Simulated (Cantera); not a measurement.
A closed system holds: 1 mol B2O3, 0.43 mol H2O, equilibrated at 2025 K and 0.133 bar.

Cantera equilibrium calculation (NASA polynomials, part measured and part estimated; ideal gas, pure solids and liquids). Candidate condensed phases: B, B2O3, B3O3H3, H2O; 23 gas species. The numbers say what is thermodynamically allowed, not how fast it happens.

Base state: HBO2 0.512, B2O3 0.406, H2O 0.0702, BO2 0.00574, H2 0.00353, OH 0.000651, O2 0.000359, H 0.000313 (mole fractions); condensed: B2O3(l).

### Question
What changes in the equilibrium state with this change: H2O from 0.43 to 8 mol?

### Answer
```json
[
 {"species": "H2O", "before": "0.0702", "after": "0.765"},
 {"species": "HBO2", "before": "0.512", "after": "0.207"},
 {"species": "H2", "before": "0.00353", "after": "0.0111"},
 {"species": "B2O3", "before": "0.406", "after": "0.00608"},
 {"species": "B2O2", "before": "1.81e-5", "after": "7.82e-8"},
 {"species": "BO", "before": "0.000196", "after": "1.29e-5"},
 {"species": "(HBO2)3", "before": "1.13e-5", "after": "7.48e-7"},
 {"species": "O2", "before": "0.000359", "after": "0.00431"},
 {"species": "HBO", "before": "0.000156", "after": "1.82e-5"},
 {"species": "B2O3(l), mol", "before": "0.134", "after": "0"}
]
```

### Question
What changes in the equilibrium state with this change: pressure from 0.133 bar to 23.0 mbar?

### Answer
| species | before | after |
|---|---|---|
| HBO2 | 0.512 | 0.475 |
| B2O3 | 0.406 | 0.451 |
| H2O | 0.0702 | 0.0543 |
| BO2 | 0.00574 | 0.0102 |
| (HBO2)3 | 1.13e-5 | 2.69e-7 |
| BO | 0.000196 | 0.000709 |
| H | 0.000313 | 0.000946 |
| O | 4.20e-5 | 0.000120 |
| B2O3(l), mol | 0.134 | 0 |

### Question
What changes in the equilibrium state with this change: temperature from 2025 K to 823 K?

### Answer
```tsv
species	before	after
H2O	0.0702	0.972
(HBO2)3	1.13e-5	0.0277
HBO2	0.512	7.46e-7
B2O3	0.406	<1e-9
BO2	0.00574	<1e-9
OH	0.000651	<1e-9
H2	0.00353	6.73e-9
B2O3(l), mol	0.134	0.982
```
Gases not in the tables: H3BO3.
